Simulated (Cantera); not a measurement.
# Premixed flame

A freely propagating, adiabatic, planar premixed flame of CO : H2 : O2 : N2 = 1 : 1.4 : 0.8 : 3.01 (molar parts), equivalence ratio 1.5, unburnt at 625 K and 180 Torr; mixture-averaged transport, grid criteria slope 0.08 and curve 0.16, no radiation.

Model: GRI-Mech 3.0 (53 species, 325 reactions), integrated in Cantera. Burning velocities carry a grid error of a few per cent, more on coarse grids.

```tsv
z (mm)	T (K)	u (m/s)	x CO	x H2	x O2	x OH	x HO2	x O
-10.3	625	6.01	0.161	0.225	0.129	<1e-8	<1e-8	<1e-8
-6.86	625	6.01	0.161	0.225	0.129	<1e-8	<1e-8	<1e-8
-5.15	625	6.01	0.161	0.225	0.129	<1e-8	<1e-8	<1e-8
-3.43	625	6.01	0.161	0.225	0.129	<1e-8	3.01e-7	<1e-8
-1.72	631	6.06	0.161	0.224	0.129	1.85e-5	6.56e-5	6.40e-6
-0.858	752	7.17	0.160	0.207	0.125	0.000316	4.80e-5	0.000278
0	1150	10.7	0.150	0.104	0.0793	0.00303	1.80e-5	0.00765
0.858	1436	13.2	0.121	0.0448	0.0281	0.00701	5.31e-6	0.0140
1.72	1564	14.2	0.103	0.0469	0.0192	0.00879	3.09e-6	0.0134
3.43	1698	15.2	0.0954	0.0517	0.0152	0.0106	2.08e-6	0.0119
6.86	1838	16.3	0.0991	0.0526	0.0132	0.0122	1.59e-6	0.0102
13.7	1987	17.4	0.103	0.0519	0.0109	0.0132	1.18e-6	0.00788
27.5	2134	18.5	0.105	0.0503	0.00818	0.0131	8.39e-7	0.00544
```
x: mole fraction of selected species; z is measured from the peak of heat release.

```
Property                     Value
------------------------  --------
laminar burning velocity  601 cm/s
thermal thickness          3.43 mm
peak x(OH)                  0.0133
peak x(HO2)                6.93e-5
peak x(O)                   0.0140
grid points                    148
```
